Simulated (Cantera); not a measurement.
## Thermodynamics of aluminium nitride and oxide growth, feed AlCl3 + N2O + H2

Charge: 1 mol AlCl3, 3.5 mol N2O, 2.5 mol H2, equilibrated at 1000 Pa.

These are equilibrium values from Cantera (NASA tables, ideal gas, pure condensed phases), not measurements of a reactor. Candidate condensed phases: Al, AlCl3, AlN, Al2O3, H2O, NH4Cl; 45 gas species. Equilibrium is a limit: real reactors are often held back by kinetics, nucleation or transport.

From 1300 K to 1850 K the condensed part is Al2O3(s). The main Al-bearing gas is AlCl3 at 1300 K and AlOCl at 1850 K.

| T (K) | x N2 | x HCl | x H2O | x O2 | x Cl | x OH | x NO | n Al2O3(s) |
|---|---|---|---|---|---|---|---|---|
| 1300 | 0.437 | 0.366 | 0.129 | 0.0603 | 0.00506 | 2.76e-5 | 0.000158 | 0.500 |
| 1350 | 0.437 | 0.365 | 0.130 | 0.0599 | 0.00697 | 4.83e-5 | 0.000215 | 0.500 |
| 1400 | 0.437 | 0.363 | 0.130 | 0.0593 | 0.00934 | 8.11e-5 | 0.000287 | 0.500 |
| 1450 | 0.436 | 0.360 | 0.132 | 0.0586 | 0.0122 | 0.000131 | 0.000373 | 0.500 |
| 1500 | 0.436 | 0.357 | 0.133 | 0.0577 | 0.0156 | 0.000207 | 0.000477 | 0.500 |
| 1550 | 0.435 | 0.352 | 0.135 | 0.0566 | 0.0196 | 0.000315 | 0.000598 | 0.500 |
| 1600 | 0.435 | 0.348 | 0.137 | 0.0554 | 0.0241 | 0.000469 | 0.000738 | 0.500 |
| 1650 | 0.434 | 0.342 | 0.139 | 0.0539 | 0.0291 | 0.000680 | 0.000897 | 0.500 |
| 1700 | 0.433 | 0.336 | 0.141 | 0.0523 | 0.0346 | 0.000965 | 0.00107 | 0.500 |
| 1750 | 0.432 | 0.330 | 0.143 | 0.0506 | 0.0406 | 0.00134 | 0.00127 | 0.500 |
| 1800 | 0.431 | 0.323 | 0.146 | 0.0487 | 0.0469 | 0.00183 | 0.00148 | 0.500 |
| 1850 | 0.430 | 0.316 | 0.148 | 0.0467 | 0.0536 | 0.00245 | 0.00171 | 0.500 |
x: gas mole fraction; n: condensed amount in mol.
